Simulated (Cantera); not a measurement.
Feed: 1 mol CaCO₃, 2.4 mol H₂, at 10000 Pa.

Equilibrium computed with Cantera from the NASA thermochemical tables; the gas is ideal and each condensed phase is pure. Candidate condensed phases: C, C₆H₆, C₇H₈, C₈H₁₈, Ca, CaCO₃, CaO, Ca(OH)₂, H₂O; 115 gas species. Equilibrium is a limit: real reactors are often held back by kinetics, nucleation or transport.

### Question
Which condensed phases are stable at each of these points (T (K)): 898, 998, 1098, 1198, 1298, 1398, 1498, 1598, 1698, 1798?

### Answer
```tsv
T (K)	condensed phases	Ca condensed (%)
898	CaCO₃(calcite) + CaO(s)	100.0
998	CaO(s)	100.0
1098	CaO(s)	100.0
1198	CaO(s)	100.0
1298	CaO(s)	100.0
1398	CaO(s)	100.0
1498	CaO(s)	100.0
1598	CaO(s)	100.0
1698	CaO(s)	100.0
1798	CaO(s)	100.0
```

At 898 K the condensed part is CaCO₃(calcite) + CaO(s). From 998 K to 1798 K the condensed part is CaO(s).
